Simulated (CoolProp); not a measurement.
The fluid at 298.15 K and 0.0732 MPa expands adiabatically to 0.0247 MPa with isentropic efficiency 0.8. The same conditions are run with several fluids, on thermodynamics alone (safety and materials aside).

Model: reference Helmholtz-energy equation of state of each fluid (vinyl chloride: Thol 2022; R507A: Lemmon 2003; oxygen: Schmidt 1985; normal hydrogen: Leachman 2009), in CoolProp. Blends and air are pseudo-pure fits.

Rank vinyl chloride, R507A, oxygen, normal hydrogen by work (kJ/kg), highest first.

normal hydrogen (916), oxygen (57.9), vinyl chloride (31.3), R507A (20.5)

```tsv
fluid	final temperature (K)	final density (kg/m³)
vinyl chloride	258.9	0.722
R507A	272.9	1.08
oxygen	234.7	0.405
normal hydrogen	233.3	0.0257
```
